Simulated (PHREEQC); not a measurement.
Solution (25 °C): 0.0056 mol/kgw NH4HF2, 0.004 mol/kgw H2SiF6 and 0.048 mol/kgw HCl. Closed to the air; pH follows from the charge balance.

All values are PHREEQC results (ion-association model, phreeqc.dat), not measurements.

```
Item                       Value
----------------  --------------
pH                          1.37
ionic strength    0.0602 mol/kgw
density              0.998 g/cm³
total alkalinity    -77.6 meq/kg
```

```
species  molality  activity   log γ
-------  --------  --------  ------
H+         0.0506    0.0428  -0.073
Cl-        0.0480    0.0385  -0.096
HF         0.0110    0.0112   0.006
NH4+      0.00560   0.00441  -0.104
SiF6-2    0.00399   0.00175  -0.357
F-       0.000218  0.000174  -0.098
```

Precipitation was switched off in this run. SiF6-2 is the database's only silicon fluoride.
